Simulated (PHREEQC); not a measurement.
Dissolve 0.0049 mol/kgw Pb(NO3)2, 4e-05 mol/kgw CuCl2, 0.00024 mol/kgw H2SO4 and 0.0014 mol/kgw Na2SO4 at 50 °C. Closed to the air; pH follows from the charge balance.

Model: ion-association model, phreeqc.dat, run in PHREEQC.

This is a speciation only: nothing precipitates in the calculation.

Question: Order these Pb species by the share of Pb that they hold, largest first: PbSO4, PbCl+, PbNO3+, Pb+2.

Answer: Pb+2 (79 %), PbSO4 (14 %), PbNO3+ (6.5 %), PbCl+ (0.23 %)

The pH is 3.41 and the ionic strength 0.0162 mol/kgw. Saturation is exceeded, for instance for Anglesite; the values hold only as long as no solid forms. Species that the database lacks are ignored. At this temperature some constants are extrapolated from 25 °C, and those without enthalpy data are left unchanged.
